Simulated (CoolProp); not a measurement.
Saturated liquid density (kg/m³) of diethyl ether: the reference equation beside estimates from Tc = 194.7 °C, pc = 3717 kPa, ω = 0.282. Rackett uses Z = 0.29056 − 0.08775 ω.

Values from CoolProp's reference Helmholtz-energy equation of state, Thol 2014.

```tsv
T (°C)	reference	Rackett	van der Waals	Redlich-Kwong	Soave-Redlich-Kwong
46.15	682.6	692.1	410.4	596.9	622.9
50.15	677.7	687.0	407.4	591.7	618.0
54.15	672.6	681.8	404.4	586.4	613.0
58.25	667.4	676.4	401.3	580.9	607.7
62.25	662.3	671.1	398.2	575.4	602.5
66.25	657.0	665.7	395.1	569.8	597.1
70.25	651.7	660.3	391.9	564.1	591.6
74.25	646.3	654.7	388.6	558.3	586.0
78.25	640.9	649.1	385.3	552.3	580.2
82.35	635.1	643.2	381.9	546.1	574.2
86.35	629.5	637.4	378.4	539.9	568.1
90.35	623.7	631.5	374.9	533.6	561.8
94.35	617.8	625.5	371.3	527.1	555.4
98.35	611.8	619.3	367.7	520.5	548.8
```

Absolute difference from the reference over all 14 rows, mean and median: Rackett 1.3 and 1.3 %, van der Waals 39.9 and 39.9 %, Redlich-Kwong 13.6 and 13.5 %, Soave-Redlich-Kwong 9.4 and 9.3 %.
